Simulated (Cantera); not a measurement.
A closed system holds: 1 mol C2H6, 0.044 mol CO2, 0.12 mol O2, at 4.90 bar.

Cantera equilibrium calculation (NASA polynomials, part measured and part estimated; ideal gas, pure solids and liquids). Candidate condensed phases: C, C6H6, C7H8, C8H18, H2O; 131 gas species. Ions and electrons are included (thermal ionisation). The numbers say what is thermodynamically allowed, not how fast it happens.

Q: What share of the C ends up in condensed phases as a function of T (K), at 2500, 2750, 3000, 3250, 3500, 3750, 4000, 4250, 4500, 4750, 5000?

A: 
```
T (K)  C condensed (%)           as
-----  ---------------  -----------
2500              80.7  C(graphite)
2750              75.7  C(graphite)
3000              66.1  C(graphite)
3250              49.5  C(graphite)
3500              21.2  C(graphite)
3750               0.0            -
4000               0.0            -
4250               0.0            -
4500               0.0            -
4750               0.0            -
5000               0.0            -
```
